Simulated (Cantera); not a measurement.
Input: 1 mol (CH₃)₂SiCl₂, 0.031 mol CH₄, 270 mol H₂, 0.012 mol C₂H₄, at 0.460 bar.

These are equilibrium values from Cantera (NASA tables, ideal gas, pure condensed phases), not measurements of a reactor. Candidate condensed phases: C, C₆H₆, C₇H₈, C₈H₁₈, Si, SiC; 109 gas species. The feed counts by its element totals alone. Equilibrium is a limit: real reactors are often held back by kinetics, nucleation or transport. All values below are at 1323 K.

Base state: H₂ 0.990, HCl 0.00732, CH₄ 0.00306 (mole fractions); condensed: C(graphite) + SiC(s).

Problem. What changes in the equilibrium state with this change: 1.4 mol Cl₂ added?

Solution. 
| species | before | after |
|---|---|---|
| H₂ | 0.990 | 0.980 |
| HCl | 0.00732 | 0.0175 |
| CH₄ | 0.00306 | 0.00300 |
| C(graphite), mol | 0.217 | 0.231 |
| SiC(s), mol | 1.000 | 0.999 |

Problem. What changes in the equilibrium state with this change: pressure from 0.460 bar to 0.150 bar?

Solution. 
```json
[
 {"species": "H₂", "before": "0.990", "after": "0.992"},
 {"species": "HCl", "before": "0.00732", "after": "0.00730"},
 {"species": "CH₄", "before": "0.00306", "after": "0.00100"},
 {"species": "C(graphite), mol", "before": "0.217", "after": "0.780"},
 {"species": "SiC(s), mol", "before": "1.000", "after": "1.000"}
]
```
